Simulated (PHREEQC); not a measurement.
# City or well water: an equilibrium model

Model water analysis in mg/L, 30 °C, pH 6.7, pe 10.3:

| constituent | mg/L |
|---|---|
| Na | 113 |
| K | 0.946 |
| Ca | 8.85 |
| Mg | 9.58 |
| Cl | 136 |
| S(6) as SO4 | 74.9 |
| Alkalinity as HCO3 | 34 |
| Li | 0.0122 |
| N(5) as NO3 | 0.23 |

Valence states are taken as typed.

The numbers come from PHREEQC with the ion-association model, wateq4f.dat.

No solid was allowed to form.

### Question
Predict the charge-balance error.

### Answer
charge-balance error 1.8 %.

### Question
In which forms is Ca present?

### Answer
Ca+2 93 %, CaSO4 6.9 % of the Ca.
